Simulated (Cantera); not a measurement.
Standard-state values (1 bar) from the NASA 1993 polynomials, evaluated with Cantera. Values are per mole of reaction as written; species without (g) are pure solids or liquids, kept so even where they would boil at 1 bar.

**Question.** Between 1000 and 1800 K, where is each reaction favourable under standard conditions?
- 6 C2H4(g) + 3 CuF2 = 3 Cu + C6H6(g) + 6 CH3F(g)

**Answer.** 
- 6 C2H4(g) + 3 CuF2 = 3 Cu + C6H6(g) + 6 CH3F(g): ΔG° is -158 kJ at 1000 K and -95 kJ at 1800 K; it stays negative (K > 1). ΔH° is -291 kJ and ΔS° -109 J/K at 1800 K.
